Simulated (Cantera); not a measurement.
Cantera run:

```python
import numpy as np
import cantera as ct

gas_names = [...]  # 139 gases of nasa_gas.yaml made of C, Cu, H, N, O
cond_names = """
    C(gr) C6H6(L) C7H8(L) C8H18(L),n-octa Cu(cr) Cu(L) CuO(s) CuO2H2(s) Cu2O(s) Cu2O(L) H2O(s) H2O(L)
""".split()


# ... load() reads the species with a 1 bar reference pressure and builds the phases ...
atoms = {
    'CuO': {'Cu': 1, 'O': 1},
    'CH4': {'C': 1, 'H': 4},
    'N2': {'N': 2},
}
top_T = {'C(gr)': 4500, 'CuO(s)': 1390}  # K; cautious upper limits of use, not melting points


# ... equilibrate(T, P, feed) seeds the gas with the atoms and calls Mixture.equilibrate('TP', solver="vcs", rtol=1e-11, max_steps=5000) ...
results = []
feed = {'CuO': 1, 'CH4': 2.1, 'N2': 0.34}  # mol
P = 2200  # Pa
for T in [898, 948, 998, 1048, 1098, 1148, 1198, 1248, 1298, 1348]:
    mix = equilibrate(T, P, feed)
    results.append((T, P, feed, dict(zip(mix.species_names, mix.species_moles))))

top = {s: max(r[3][s] / sum(r[3][g] for g in gas_names) for r in results) for s in gas_names}
cols = sorted((s for s in top if top[s] > 1e-05), key=lambda s: -top[s])[:7]
seen = [c for c in cond_names if any(r[3].get(c, 0) > 1e-12 for r in results)]
print("log10 of partial pressures in bar; condensed amounts in mol")
print(f"{'T/K':>10s}" + "".join(f"{s[:9]:>10s}" for s in cols + seen))
for T, P, feed, n in results:
    ng = sum(n[g] for g in gas_names)
    print(f"{T:10.4g}" + "".join(f"{np.log10(max(n[s] / ng * P / 1e5, 1e-99)):10.3f}" for s in cols)
          + "".join(f"{n.get(c, 0):10.4g}" for c in seen))
```

Output:

```
log10 of partial pressures in bar; condensed amounts in mol
       T/K        H2        CO        N2       H2O       CH4       CO2       HCN     C(gr)    Cu(cr)
       898    -1.780    -2.430    -2.863    -3.808    -4.055    -4.092    -8.398     1.137         1
       948    -1.779    -2.411    -2.867    -4.204    -4.324    -4.579    -7.990      1.11         1
       998    -1.779    -2.405    -2.868    -4.572    -4.568    -5.038    -7.622     1.102         1
      1048    -1.778    -2.403    -2.869    -4.909    -4.790    -5.459    -7.290       1.1         1
      1098    -1.778    -2.402    -2.869    -5.217    -4.994    -5.843    -6.988     1.099         1
      1148    -1.778    -2.401    -2.869    -5.498    -5.180    -6.193    -6.713     1.099         1
      1198    -1.778    -2.401    -2.870    -5.755    -5.351    -6.514    -6.461     1.099         1
      1248    -1.778    -2.401    -2.870    -5.992    -5.509    -6.808    -6.230     1.099         1
      1298    -1.778    -2.401    -2.870    -6.211    -5.655    -7.078    -6.016     1.099         1
      1348    -1.778    -2.401    -2.870    -6.413    -5.790    -7.328    -5.818     1.099    0.9999
```

Method: chemical equilibrium by Gibbs-energy minimisation in Cantera with the NASA 1993 tables (ideal gas, pure condensed phases).
